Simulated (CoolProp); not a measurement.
Vapour-liquid equilibrium of cyclohexane (1) + toluene (2) at 313.7 K; x and y are mole fractions of (1).

Model: multi-fluid Helmholtz-energy mixture model, Zhou 2014 and Lemmon 2006; pair parameters Bell 2016, in CoolProp.

```csv
x,bubble pressure (MPa),y at the bubble point,dew pressure at overall composition x (MPa),liquid density (mol/L)
0.05,0.009411,0.181,?,9.188
0.15,0.01181,0.412,0.009154,9.165
0.25,?,0.554,0.01002,9.142
0.35,0.01582,0.652,0.01106,9.121
0.45,0.01752,0.726,0.01232,9.101
0.55,?,0.786,0.01387,9.082
0.65,0.02051,?,0.01578,9.065
0.75,0.02189,0.885,0.01812,9.049
0.85,0.02322,0.930,?,9.036
0.95,0.02453,0.976,0.02379,9.024
```

### Question
Complete the blanks.

### Answer

- 0.05, dew pressure at overall composition x (MPa): 0.008420
- 0.25, bubble pressure (MPa): 0.01393
- 0.55, bubble pressure (MPa): 0.01907
- 0.65, y at the bubble point: 0.838
- 0.85, dew pressure at overall composition x (MPa): 0.02087

No azeotrope shows between x = 0.05 and 0.95.

Pair parameters are fitted to limited data, so mixtures are less certain than the pure fluids.
